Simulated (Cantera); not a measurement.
An adiabatic, constant-pressure homogeneous reactor starts with H2 : O2 : N2 : NO = 1 : 1.43 : 4.43 : 0.0072 (molar parts), at 1623 K and 1200 Torr. Integrator tolerance rtol = 1e-08.

Cantera simulation using GRI-Mech 3.0 (53 species, 325 reactions); the numbers are that mechanism's predictions, not measurements.

Q: What does this change do: constant volume in place of constant pressure?

A: 
```csv
quantity,before,after
time of steepest temperature rise,6.07 µs,6.07 µs
temperature at 0.700 s,2495 K,2631 K
equilibrium temperature,2495 K,2631 K
x(H2) at 0.700 s,0.00186 (gas-phase equilibrium 0.00186),0.00279 (gas-phase equilibrium 0.00279)
x(O2) at 0.700 s,0.133 (gas-phase equilibrium 0.133),0.129 (gas-phase equilibrium 0.129)
x(NO) at 0.700 s,0.0169 (gas-phase equilibrium 0.0169),0.0209 (gas-phase equilibrium 0.0209)
x(H2O) at 0.700 s,0.147 (gas-phase equilibrium 0.147),0.143 (gas-phase equilibrium 0.143)
x(H) at 0.700 s,0.000843 (gas-phase equilibrium 0.000843),0.00148 (gas-phase equilibrium 0.00148)
x(HO2) at 0.700 s,1.36e-5 (gas-phase equilibrium 1.36e-5),2.04e-5 (gas-phase equilibrium 2.04e-5)
```

Q: What does this change do: pressure from 1200 Torr to 5030 Torr?

A: 
```
quantity                                                              before                                      after
---------------------------------  -----------------------------------------  -----------------------------------------
time of steepest temperature rise                                    6.07 µs                                    1.47 µs
temperature at 0.700 s                                                2495 K                                     2526 K
equilibrium temperature                                               2495 K                                     2526 K
x(H2) at 0.700 s                     0.00186 (gas-phase equilibrium 0.00186)    0.00107 (gas-phase equilibrium 0.00107)
x(O2) at 0.700 s                         0.133 (gas-phase equilibrium 0.133)        0.134 (gas-phase equilibrium 0.134)
x(NO) at 0.700 s                       0.0169 (gas-phase equilibrium 0.0169)      0.0179 (gas-phase equilibrium 0.0179)
x(H2O) at 0.700 s                        0.147 (gas-phase equilibrium 0.147)        0.150 (gas-phase equilibrium 0.150)
x(H) at 0.700 s                    0.000843 (gas-phase equilibrium 0.000843)  0.000358 (gas-phase equilibrium 0.000358)
x(HO2) at 0.700 s                    1.36e-5 (gas-phase equilibrium 1.36e-5)    2.14e-5 (gas-phase equilibrium 2.14e-5)
```
The hydrogen kinetics of GRI-Mech 3.0 are dated; newer H2 mechanisms differ, most at raised pressure.
